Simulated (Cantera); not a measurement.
Cantera run, input and output.

```python
import numpy as np
import cantera as ct

gas = ct.Solution("gri30.yaml")
gas.TPX = 1425, 600000, {'CO': 1, 'H2': 0.069, 'CH4': 1.4, 'O2': 5.47, 'N2': 60.1}
reactor = ct.IdealGasConstPressureReactor(gas, energy="on", clone=False)
net = ct.ReactorNet([reactor])
net.rtol, net.atol = 1e-08, 1e-16
show = ['CO', 'H2', 'CH4', 'HCN', 'CH2CO', 'H']
times = np.geomspace(5e-06, 9, 11)

steps = ct.SolutionArray(gas, extra=["t"])
rows = []
print(f"{'t/s':>10s}{'T/K':>9s}{'P/Pa':>11s}" + "".join(f"{s:>11s}" for s in show))
for t in times:
    while net.time < t:
        t_next = net.step()
        steps.append(gas.state, t=t_next)
    rows.append([np.interp(t, steps.t, y) for y in (steps.T, steps.P, *steps(*show).X.T)])
    print(f"{t:10.3e}{rows[-1][0]:9.1f}{rows[-1][1]:11.4g}" + "".join(f"{x:11.3e}" for x in rows[-1][2:]))
rate = np.gradient(steps.T, steps.t)
print("integrator steps:", len(steps.t))
if steps.T.max() > steps.T[0] + 200:
    print(f"time of steepest temperature rise: {steps.t[rate.argmax()]:.4e} s")
gas.TPX = 1425, 600000, {'CO': 1, 'H2': 0.069, 'CH4': 1.4, 'O2': 5.47, 'N2': 60.1}
gas.equilibrate("HP")
print(f"equilibrium (HP): T = {gas.T:.1f} K  " + "  ".join(f"{s} {gas[s].X[0]:.3e}" for s in show))
```

Output:

```
       t/s      T/K       P/Pa         CO         H2        CH4        HCN      CH2CO          H
 5.000e-06   1425.0      6e+05  1.470e-02  1.014e-03  2.058e-02  2.559e-19  6.677e-13  2.252e-09
 2.111e-05   1425.0      6e+05  1.470e-02  1.014e-03  2.058e-02  6.070e-18  1.546e-11  5.030e-09
 8.913e-05   1425.0      6e+05  1.470e-02  1.014e-03  2.056e-02  2.446e-16  5.179e-10  2.763e-08
 3.763e-04   1426.9      6e+05  1.469e-02  1.025e-03  2.020e-02  4.091e-14  9.154e-08  2.143e-07
 1.589e-03   1993.5      6e+05  1.489e-04  3.348e-05  2.422e-22  1.599e-14  4.359e-24  4.554e-06
 6.708e-03   1994.2      6e+05  1.032e-04  2.697e-05  5.954e-23  6.285e-15  1.508e-25  3.338e-06
 2.832e-02   1994.1      6e+05  1.032e-04  2.696e-05  5.778e-23  6.219e-15  1.130e-25  3.335e-06
 1.196e-01   1993.7      6e+05  1.029e-04  2.691e-05  5.710e-23  5.967e-15  1.097e-25  3.322e-06
 5.049e-01   1992.1      6e+05  1.021e-04  2.673e-05  5.485e-23  5.233e-15  9.940e-26  3.276e-06
 2.132e+00   1988.6      6e+05  1.004e-04  2.635e-05  5.073e-23  4.225e-15  8.233e-26  3.174e-06
 9.000e+00   1987.2      6e+05  9.965e-05  2.619e-05  4.929e-23  3.953e-15  7.691e-26  3.134e-06
integrator steps: 1909
time of steepest temperature rise: 9.7678e-04 s
equilibrium (HP): T = 1987.2 K  CO 9.964e-05  H2 2.619e-05  CH4 8.132e-23  HCN 3.952e-15  CH2CO 1.106e-25  H 3.134e-06
```

Detailed kinetics in Cantera: GRI-Mech 3.0 (53 species, 325 reactions).
